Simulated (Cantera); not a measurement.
# Moist CO burnout

An isothermal, constant-pressure homogeneous reactor starts with CO : O2 : H2O : N2 = 0.0048 : 0.045 : 0.017 : 1 (molar parts), at 1075 K and 1.00 bar.

Cantera simulation using GRI-Mech 3.0 (53 species, 325 reactions); the numbers are that mechanism's predictions, not measurements.

```json
[
 {"t (s)": "1.00e-5", "x CO": "0.00450", "x O2": "0.0422", "x H2O": "0.0159", "x NO": "<1e-12", "x OH": "<1e-12", "x O": "1.01e-11", "x H2O2": "<1e-12"},
 {"t (s)": "2.42e-5", "x CO": "0.00450", "x O2": "0.0422", "x H2O": "0.0159", "x NO": "<1e-12", "x OH": "<1e-12", "x O": "2.43e-11", "x H2O2": "<1e-12"},
 {"t (s)": "5.88e-5", "x CO": "0.00450", "x O2": "0.0422", "x H2O": "0.0159", "x NO": "<1e-12", "x OH": "3.63e-12", "x O": "5.81e-11", "x H2O2": "<1e-12"},
 {"t (s)": "0.000143", "x CO": "0.00450", "x O2": "0.0422", "x H2O": "0.0159", "x NO": "<1e-12", "x OH": "1.70e-11", "x O": "1.38e-10", "x H2O2": "<1e-12"},
 {"t (s)": "0.000346", "x CO": "0.00450", "x O2": "0.0422", "x H2O": "0.0159", "x NO": "<1e-12", "x OH": "7.47e-11", "x O": "3.45e-10", "x H2O2": "<1e-12"},
 {"t (s)": "0.000838", "x CO": "0.00450", "x O2": "0.0422", "x H2O": "0.0159", "x NO": "<1e-12", "x OH": "3.29e-10", "x O": "1.08e-9", "x H2O2": "<1e-12"},
 {"t (s)": "0.00203", "x CO": "0.00450", "x O2": "0.0422", "x H2O": "0.0159", "x NO": "<1e-12", "x OH": "2.38e-9", "x O": "6.83e-9", "x H2O2": "<1e-12"},
 {"t (s)": "0.00492", "x CO": "0.00450", "x O2": "0.0422", "x H2O": "0.0159", "x NO": "<1e-12", "x OH": "1.20e-7", "x O": "3.26e-7", "x H2O2": "9.92e-10"},
 {"t (s)": "0.0119", "x CO": "0.00401", "x O2": "0.0419", "x H2O": "0.0159", "x NO": "1.50e-10", "x OH": "1.23e-5", "x O": "2.25e-5", "x H2O2": "5.95e-7"},
 {"t (s)": "0.0289", "x CO": "0.00233", "x O2": "0.0411", "x H2O": "0.0159", "x NO": "9.02e-10", "x OH": "1.03e-5", "x O": "1.36e-5", "x H2O2": "4.66e-7"},
 {"t (s)": "0.0702", "x CO": "0.000915", "x O2": "0.0405", "x H2O": "0.0160", "x NO": "1.59e-9", "x OH": "6.79e-6", "x O": "5.00e-6", "x H2O2": "2.21e-7"},
 {"t (s)": "0.170", "x CO": "0.000226", "x O2": "0.0401", "x H2O": "0.0160", "x NO": "1.98e-9", "x OH": "4.00e-6", "x O": "1.15e-6", "x H2O2": "4.89e-8"},
 {"t (s)": "0.412", "x CO": "3.41e-5", "x O2": "0.0400", "x H2O": "0.0160", "x NO": "2.21e-9", "x OH": "2.12e-6", "x O": "1.67e-7", "x H2O2": "7.42e-9"},
 {"t (s)": "1.00", "x CO": "3.63e-6", "x O2": "0.0400", "x H2O": "0.0160", "x NO": "2.54e-9", "x OH": "9.65e-7", "x O": "2.15e-8", "x H2O2": "1.39e-9"}
]
```
x: mole fraction; the columns are a selection and need not sum to one.

Equilibrium at this temperature and pressure: CO 1.48e-11, O2 0.0400, H2O 0.0160, NO 3.23e-5, OH 1.19e-7, O 2.64e-10, H2O2 2.20e-11 (gas phase only).
